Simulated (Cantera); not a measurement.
An isothermal, constant-pressure homogeneous reactor starts with CH4 : N2 = 1 : 74 (molar parts), at 1273 K and 0.000405 atm. Integrator tolerance rtol = 1e-08.

Model: GRI-Mech 3.0 (53 species, 325 reactions), integrated in Cantera. GRI-Mech 3.0 stops at C3 and has no aromatics, soot or wall deposition, so with more carbon than oxygen in the feed, carbon stays in small species such as C2H2 where larger ones or solid carbon would form. Radical loss at walls, strong at low pressure, is not modelled.

**Question.** What does this change do: pressure from 0.000405 atm to 0.132 atm?

**Answer.** 
| quantity | before | after |
|---|---|---|
| x(CH4) at 90.0 s | 0.0133 (gas-phase equilibrium 5.13e-7) | 0.0123 (gas-phase equilibrium 0.000162) |
| x(C2H2) at 90.0 s | 7.98e-10 (gas-phase equilibrium 0.000879) | 0.000455 (gas-phase equilibrium 0.000858) |
| x(CH2) at 90.0 s | 4.25e-12 (gas-phase equilibrium <1e-12) | 2.71e-11 (gas-phase equilibrium <1e-12) |
| x(H2) at 90.0 s | 7.88e-7 (gas-phase equilibrium 0.0197) | 0.00148 (gas-phase equilibrium 0.0195) |
| x(C2H) at 90.0 s | <1e-12 (gas-phase equilibrium 7.90e-11) | 2.36e-12 (gas-phase equilibrium 4.30e-12) |
